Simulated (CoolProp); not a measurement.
A closed Brayton cycle with carbon dioxide: compressor inlet 325.15 K and 8.9 MPa, high pressure 24.9 MPa, turbine inlet 895 K, compressor efficiency 0.89, turbine efficiency 0.93, recuperator effectiveness 0.9 (on enthalpy, no pinch check). Each further row changes one setting.

Model: reference Helmholtz-energy equation of state, Span 1996, in CoolProp.

```json
[
 {"case": "as stated", "thermal efficiency (%)": "(withheld)", "net work (kJ/kg)": "104", "compressor to turbine work": "0.32", "compressor exit (K)": "405.3", "turbine exit (K)": "761.5"},
 {"case": "turbine inlet 845 K", "thermal efficiency (%)": "36.0", "net work (kJ/kg)": "94.8", "compressor to turbine work": "(withheld)", "compressor exit (K)": "405.3", "turbine exit (K)": "(withheld)"},
 {"case": "compressor inlet 335.15 K", "thermal efficiency (%)": "36.6", "net work (kJ/kg)": "(withheld)", "compressor to turbine work": "(withheld)", "compressor exit (K)": "423.5", "turbine exit (K)": "761.5"},
 {"case": "high pressure 21.2 MPa", "thermal efficiency (%)": "36.0", "net work (kJ/kg)": "91.0", "compressor to turbine work": "(withheld)", "compressor exit (K)": "392.6", "turbine exit (K)": "(withheld)"},
 {"case": "recuperator effectiveness 0.5", "thermal efficiency (%)": "23.5", "net work (kJ/kg)": "104", "compressor to turbine work": "0.32", "compressor exit (K)": "405.3", "turbine exit (K)": "761.5"}
]
```

Q: Fill in the missing entries.

A: 
- as stated, thermal efficiency (%): 37.5
- turbine inlet 845 K, compressor to turbine work: 0.34
- turbine inlet 845 K, turbine exit (K): 716.2
- compressor inlet 335.15 K, net work (kJ/kg): 97.1
- compressor inlet 335.15 K, compressor to turbine work: 0.36
- high pressure 21.2 MPa, compressor to turbine work: 0.30
- high pressure 21.2 MPa, turbine exit (K): 781.7
